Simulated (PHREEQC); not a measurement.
Make-up at 25 °C: 0.07 mol/kgw CuSO4, 0.00037 mol/kgw (CH3)4NF and 0.0012 mol/kgw KHCO3. Closed to the air; pH follows from the charge balance.

The numbers come from PHREEQC with the ion-association model, wateq4f.dat.

Each row changes one thing in this solution. Precipitation was switched off in this run.

```csv
case,pH,ionic strength (mol/kgw),SO4-2 (mol/kgw),Cu+2 (mol/kgw),CuSO4 (mol/kgw),K+ (mol/kgw),SI of Cu(OH)2 (Cu(OH)2),SI of Tenorite (CuO)
as made,5.10,0.152,0.0381,0.0370,0.0318,0.00111,-0.32,+0.70
temperature from 25 to 50 °C,4.70,0.148,0.0371,0.0359,0.0328,0.00108,-0.29,+0.73
(CH3)4NF from 0.00037 to 3.7e-05 mol/kgw,5.10,0.152,0.0380,0.0370,0.0319,0.00111,-0.32,+0.70
(CH3)4NF left out,5.10,0.152,0.0380,0.0370,0.0319,0.00111,-0.32,+0.70
diluted 2-fold with water,5.19,0.0832,0.0208,0.0203,0.0141,0.000568,-0.33,+0.69
```

Some of these states are supersaturated (in Antlerite, Brochantite, Malachite, for instance). (CH3)4N+ isn't in the database: it is added as a free cation with an ion size of 4 Å. At this temperature some constants are extrapolated from 25 °C, and those without enthalpy data are left unchanged.
